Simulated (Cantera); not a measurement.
Feed: 1 mol BF₃, 3.5 mol H₂O, 11 mol N₂, at 1.00 bar.

Equilibrium computed with Cantera from the NASA thermochemical tables; the gas is ideal and each condensed phase is pure. Candidate condensed phases: B, BN, B₂O₃, B₃O₃H₃, H₂O; 62 gas species. Gases not in the tables: H₃BO₃. The numbers say what is thermodynamically allowed, not how fast it happens.

Problem. Which condensed phases are stable at each of these points (T (K)): 775, 875, 975, 1075, 1175, 1275, 1375, 1475, 1575?

Solution. 
| T (K) | condensed phases | B condensed (%) |
|---|---|---|
| 775 | gas only | 0.0 |
| 875 | gas only | 0.0 |
| 975 | B₂O₃(l) | 6.6 |
| 1075 | B₂O₃(l) | 18.9 |
| 1175 | B₂O₃(l) | 28.4 |
| 1275 | B₂O₃(l) | 34.7 |
| 1375 | B₂O₃(l) | 34.6 |
| 1475 | B₂O₃(l) | 21.2 |
| 1575 | gas only | 0.0 |

From 775 K to 875 K nothing is condensed. From 975 K to 1475 K the condensed part is B₂O₃(l). At 1575 K nothing is condensed.
